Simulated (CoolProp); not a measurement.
Saturation properties of hexamethyldisiloxane (MM) (Tc = 518.7 K, pc = 19.31 bar, ω = 0.418).

Values from CoolProp's reference Helmholtz-energy equation of state, Thol 2016.

```tsv
T (K)	p (bar)	liquid density (kg/m³)	enthalpy of vaporisation (kJ/kg)	liquid cp (kJ/(kg K))	vapour Z	surface tension (mN/m)
248.7	0.002401	810.6	251.2	1.786	0.9992	19.9
274.4	0.01466	784.3	239.6	1.841	0.9970	17.6
300	0.06120	(withheld)	228.0	1.904	0.9915	15.3
325.7	0.1950	729.9	216.3	1.974	0.9803	13.0
351.3	0.5034	701.2	204.1	2.048	0.9613	(withheld)
376.9	1.112	670.9	191.0	(withheld)	0.9323	8.79
402.6	2.186	638.1	176.5	2.210	0.8909	6.82
428.2	3.906	602.1	160.1	2.306	0.8352	(withheld)
453.8	6.500	(withheld)	140.5	2.427	0.7612	3.26
```

Fill in the missing entries.


- 300, liquid density (kg/m³): 757.6
- 351.3, surface tension (mN/m): 10.9
- 376.9, liquid cp (kJ/(kg K)): 2.126
- 428.2, surface tension (mN/m): 4.97
- 453.8, liquid density (kg/m³): 560.6

It boils at 373.7 K under 1 atm.

Surface tension comes from a separate correlation (Mulero 2014), older than this fluid's equation and unchecked against measurements.
